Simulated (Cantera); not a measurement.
Input: 1 mol TiO₂, 0.68 mol CH₄, 0.48 mol CO, equilibrated at 128 Torr.

These are equilibrium values from Cantera (NASA tables, ideal gas, pure condensed phases), not measurements of a reactor. Candidate condensed phases: C, C₆H₆, C₇H₈, C₈H₁₈, H₂O, Ti, TiC, TiO, TiO₂, Ti₂O₃, Ti₃O₅, Ti₄O₇; 113 gas species. Mutual solubility and eutectic melting of coexisting phases are not modelled. TiC: taken at fixed stoichiometry. Rates play no part.

x: gas mole fraction; n: condensed amount in mol.

```csv
T (°C),x H₂,x CO,x H,x CH₄,x H₂O,x CO₂,x C₂H₂ (acetylene),n C(graphite),n Ti₃O₅(s),n TiC(s),n Ti₂O₃(s)
1052,0.625,0.374,___,0.000446,0.000286,9.19e-5,5.32e-7,0.347,0.333,0,0
1102,0.625,0.374,___,0.000331,0.000183,5.30e-5,1.11e-6,0.346,0.333,0,0
1152,0.569,0.431,___,0.000187,0.000140,4.67e-5,1.63e-6,0,0.290,0.130,0
1202,0.555,0.444,___,8.90e-5,0.000148,4.78e-5,1.26e-6,0,0,0.0721,0.464
1252,0.555,0.444,___,4.63e-5,0.000156,4.64e-5,1.00e-6,0,0,0.0722,0.464
1302,0.555,0.444,___,2.51e-5,0.000163,4.51e-5,8.13e-7,0,0,0.0722,0.464
1352,0.555,0.444,___,1.42e-5,0.000171,4.39e-5,6.68e-7,0,0,0.0722,0.464
1402,0.555,0.444,___,8.29e-6,0.000178,4.29e-5,5.56e-7,0,0,0.0722,0.464
1452,0.555,0.444,___,5.01e-6,0.000184,4.19e-5,4.69e-7,0,0,0.0722,0.464
1502,0.555,0.444,___,3.12e-6,0.000191,4.10e-5,4.00e-7,0,0,0.0722,0.464
1552,0.555,0.444,___,1.99e-6,0.000197,4.02e-5,3.44e-7,0,0,0.0722,0.464
```

Question: Fill in the missing entries.

Answer: 
- 1052, x H: 3.14e-6
- 1102, x H: 6.57e-6
- 1152, x H: 1.25e-5
- 1202, x H: 2.34e-5
- 1252, x H: 4.28e-5
- 1302, x H: 7.51e-5
- 1352, x H: 0.000128
- 1402, x H: 0.000210
- 1452, x H: 0.000336
- 1502, x H: 0.000523
- 1552, x H: 0.000796
